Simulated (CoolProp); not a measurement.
Model: reference Helmholtz-energy equation of state, Schroeder 2014, in CoolProp.

**Question.** For ethanol, give the phase and the density (kg/m³), cv (kJ/(kg K)), isothermal compressibility (1/MPa), fugacity coefficient at 494.8 K and 4.09 MPa; 452.3 K and 24.7 MPa.

**Answer.** 
- 494.8 K and 4.09 MPa: gas; density 69.4, cv 2.63, isothermal compressibility 0.473, fugacity coefficient 0.761
- 452.3 K and 24.7 MPa: liquid; density 661, cv 2.87, isothermal compressibility 0.00277, fugacity coefficient 0.101
